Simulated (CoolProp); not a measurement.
Vapour-liquid equilibrium of ethylene (1) + propylene (2) at 236.9 K; x and y are mole fractions of (1).

Model: multi-fluid Helmholtz-energy mixture model, Smukala 2000 and Lemmon 2013; pair parameters Bell 2016, in CoolProp.

**Question.** Give the bubble pressure and the first vapour's composition at x = 0.05, 0.2, 0.65. Is there an azeotrope?

**Answer.** x = 0.05: 0.2336 MPa, y = 0.313; x = 0.2: 0.4420 MPa, y = 0.674; x = 0.65: 1.074 MPa, y = 0.925. No azeotrope shows between x = 0.05 and 0.95.

Pair parameters are fitted to limited data, so mixtures are less certain than the pure fluids.
